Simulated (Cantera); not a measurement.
# Catalytic combustion on Pt

An isothermal plug-flow reactor at 600 K and 0.200 bar (inlet), inlet velocity 0.69 m/s, active area per volume 4000 1/m; feed H₂ : O₂ : N₂ : H₂O = 0.0026 : 0.2 : 0.79 : 0.032 (molar parts), equivalence ratio 0.0065.

Computed with Cantera and Deutschmann's 1995 Pt surface mechanism with GRI-Mech 3.0 gas chemistry. Catalytic surfaces can have several steady states; this one follows from the mechanism file's or the stated starting coverage. Mass transfer to the wall is taken as infinitely fast.

```csv
z (m),x H₂,x O₂,x H₂O,θ free Pt,θ O*,θ OH*
0.00012,0.00176,0.195,0.0320,0.0149,0.981,0.00422
0.00021,0.00143,0.195,0.0324,0.0122,0.984,0.00383
0.00038,0.00106,0.195,0.0327,0.00906,0.988,0.00332
0.00067,0.000725,0.194,0.0331,0.00637,0.991,0.00280
0.0012,0.000455,0.194,0.0333,0.00423,0.993,0.00229
0.0021,0.000268,0.194,0.0335,0.00285,0.995,0.00188
0.0038,0.000136,0.194,0.0337,0.00199,0.996,0.00158
0.0067,5.72e-5,0.194,0.0338,0.00157,0.997,0.00140
0.012,1.53e-5,0.194,0.0338,0.00138,0.997,0.00131
```
x: gas mole fraction; θ: surface coverage.
